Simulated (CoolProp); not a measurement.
R1234ze(Z) along the isobar 4.83 MPa: Z from the reference equation and from simpler models built on Tc = 150.1 °C, pc = 3.531 MPa, ω = 0.327; each cubic takes its own stable root.

Computed with CoolProp (reference Helmholtz-energy equation of state, Akasaka 2019).

```
T (°C)          phase  reference  Redlich-Kwong  Soave-Redlich-Kwong
------  -------------  ---------  -------------  -------------------
48.15          liquid     0.1747         0.2245               0.2143
59.95          liquid     0.1733         0.2234               0.2130
71.85          liquid     0.1726         0.2233               0.2128
83.75          liquid     0.1726         0.2243               0.2138
95.65          liquid     0.1735         0.2266               0.2162
107.45         liquid     0.1755         0.2305               0.2205
119.35         liquid     0.1790         0.2367               0.2275
131.25         liquid     0.1850         0.2460               0.2385
143.15         liquid     0.1954         0.2606               0.2565
154.95  supercritical     0.2163         0.2850               0.2898
166.85  supercritical     0.2873         0.3334               0.3693
```
